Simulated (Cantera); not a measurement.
Feed: 1 mol MgF2, 1.2 mol O2, 11 mol H2, at 0.00323 Torr.

Method: chemical equilibrium by Gibbs-energy minimisation in Cantera with the NASA 1993 tables (ideal gas, pure condensed phases). Candidate condensed phases: H2O, Mg, MgF2, MgO, Mg(OH)2; 31 gas species. The numbers say what is thermodynamically allowed, not how fast it happens.

x: gas mole fraction; n: condensed amount in mol.

```csv
T (K),x H2,x H2O,x HF,x Mg,x H,n MgF2(s),n MgO(s)
700,0.781,0.216,0.00310,<1e-12,1.08e-11,0.983,?
800,0.770,0.199,0.0309,<1e-12,1.23e-9,0.828,?
900,0.723,0.126,0.151,<1e-12,4.79e-8,0.104,?
1000,0.717,0.117,0.167,4.33e-12,9.27e-7,0,1.000
1100,0.717,0.117,0.167,9.44e-10,1.06e-5,0,1.000
1200,0.717,0.117,0.167,8.24e-8,8.06e-5,0,1.000
1300,0.716,0.117,0.167,3.57e-6,0.000452,0,1.000
1400,0.715,0.117,0.166,8.89e-5,0.00198,0,0.998
1500,0.708,0.118,0.165,0.00140,0.00714,0,0.980
1600,0.674,0.128,0.162,0.0138,0.0215,0,?
1700,0.551,0.175,0.149,0.0695,0.0528,0,?
```

Task: Fill in the missing entries.

Result: 
- 700, n MgO(s): 0.0171
- 800, n MgO(s): 0.172
- 900, n MgO(s): 0.896
- 1600, n MgO(s): 0.821
- 1700, n MgO(s): 0.0563
